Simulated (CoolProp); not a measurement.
Saturation properties of oxygen.

Computed with CoolProp (reference Helmholtz-energy equation of state, Schmidt 1985).

```
T (K)  p (kPa)  liquid density (kg/m³)  surface tension (mN/m)
-----  -------  ----------------------  ----------------------
71.7       ___                    1229                    17.9
81.1     34.89                    1185                    15.5
90.5     104.7                    1140                    13.1
99.9     251.9                    1091                    10.8
109.4    521.3                    1039                    8.52
118.8    952.9                   981.7                    6.40
128.2      ___                   916.3                    4.41
137.6     2506                     ___                    2.57
```

### Question
What belongs in the gaps?

### Answer

- 71.7, p (kPa): 8.462
- 128.2, p (kPa): 1597
- 137.6, liquid density (kg/m³): 837.1

It boils at 90.2 K under 1 atm.

Surface tension comes from a separate correlation (Mulero 2012).
